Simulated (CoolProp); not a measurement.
Vapour-liquid equilibrium of cyclopropane (1) + R134a (2) at 8.72 bar; x and y are mole fractions of (1).

Values from CoolProp's multi-fluid Helmholtz-energy mixture model, Polt 1992 and Tillner-Roth 1994; pair parameters Bell 2016. This equation is an older, rougher fit; its heat capacities, sound speeds and derivatives of the liquid may be far off and weren't checked against measurements.

Q: Give the bubble temperature and the first vapour's composition at x = 0.05, 0.5, 0.95. Is there an azeotrope?

A: x = 0.05: 304.7 K, y = 0.108; x = 0.5: 295.4 K, y = 0.530; x = 0.95: 301.9 K, y = 0.887. y crosses x between x = 0.5 and 0.65: the model has an azeotrope there.

The pair parameters rest on a limited set of measurements; away from them the model extrapolates.
